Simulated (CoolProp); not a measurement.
Properties of CH3F (R41) along the isotherm 182.3 K (Tc = 317.3 K, pc = 59.06 bar, ω = 0.200).

Values from CoolProp's reference Helmholtz-energy equation of state, Lemmon 2006. It is a short technical equation, of lower accuracy than the large ones.

```json
[
 {"p (bar)": "1.87", "phase": "liquid", "density (kg/m³)": "906.9", "cv (kJ/(kg K))": "1.308", "Joule-Thomson coefficient (K/MPa)": "-0.3195", "isothermal compressibility (1/MPa)": "0.001309"},
 {"p (bar)": "2.91", "phase": "liquid", "density (kg/m³)": "907.0", "cv (kJ/(kg K))": "1.308", "Joule-Thomson coefficient (K/MPa)": "-0.3197", "isothermal compressibility (1/MPa)": "0.001307"},
 {"p (bar)": "4.53", "phase": "liquid", "density (kg/m³)": "907.2", "cv (kJ/(kg K))": "1.308", "Joule-Thomson coefficient (K/MPa)": "-0.3200", "isothermal compressibility (1/MPa)": "0.001304"},
 {"p (bar)": "7.05", "phase": "liquid", "density (kg/m³)": "907.5", "cv (kJ/(kg K))": "1.307", "Joule-Thomson coefficient (K/MPa)": "-0.3205", "isothermal compressibility (1/MPa)": "0.001300"},
 {"p (bar)": "11", "phase": "liquid", "density (kg/m³)": "907.9", "cv (kJ/(kg K))": "1.307", "Joule-Thomson coefficient (K/MPa)": "-0.3212", "isothermal compressibility (1/MPa)": "0.001293"},
 {"p (bar)": "17.1", "phase": "liquid", "density (kg/m³)": "908.7", "cv (kJ/(kg K))": "1.307", "Joule-Thomson coefficient (K/MPa)": "(withheld)", "isothermal compressibility (1/MPa)": "0.001282"},
 {"p (bar)": "26.6", "phase": "liquid", "density (kg/m³)": "909.8", "cv (kJ/(kg K))": "1.307", "Joule-Thomson coefficient (K/MPa)": "-0.3240", "isothermal compressibility (1/MPa)": "0.001266"},
 {"p (bar)": "41.4", "phase": "liquid", "density (kg/m³)": "911.5", "cv (kJ/(kg K))": "1.307", "Joule-Thomson coefficient (K/MPa)": "-0.3265", "isothermal compressibility (1/MPa)": "0.001243"},
 {"p (bar)": "64.5", "phase": "liquid", "density (kg/m³)": "914.0", "cv (kJ/(kg K))": "1.307", "Joule-Thomson coefficient (K/MPa)": "-0.3303", "isothermal compressibility (1/MPa)": "0.001207"},
 {"p (bar)": "100", "phase": "liquid", "density (kg/m³)": "917.9", "cv (kJ/(kg K))": "1.307", "Joule-Thomson coefficient (K/MPa)": "-0.3357", "isothermal compressibility (1/MPa)": "0.001158"},
 {"p (bar)": "156", "phase": "liquid", "density (kg/m³)": "923.7", "cv (kJ/(kg K))": "1.308", "Joule-Thomson coefficient (K/MPa)": "-0.3432", "isothermal compressibility (1/MPa)": "(withheld)"},
 {"p (bar)": "244", "phase": "liquid", "density (kg/m³)": "932.2", "cv (kJ/(kg K))": "1.309", "Joule-Thomson coefficient (K/MPa)": "-0.3533", "isothermal compressibility (1/MPa)": "0.0009952"},
 {"p (bar)": "379", "phase": "liquid", "density (kg/m³)": "944.0", "cv (kJ/(kg K))": "1.312", "Joule-Thomson coefficient (K/MPa)": "-0.3654", "isothermal compressibility (1/MPa)": "(withheld)"},
 {"p (bar)": "591", "phase": "liquid", "density (kg/m³)": "960.5", "cv (kJ/(kg K))": "1.318", "Joule-Thomson coefficient (K/MPa)": "-0.3791", "isothermal compressibility (1/MPa)": "(withheld)"}
]
```

Task: Some entries are withheld; supply them.

Result: 
- 17.1, Joule-Thomson coefficient (K/MPa): -0.3223
- 156, isothermal compressibility (1/MPa): 0.001088
- 379, isothermal compressibility (1/MPa): 0.0008830
- 591, isothermal compressibility (1/MPa): 0.0007537
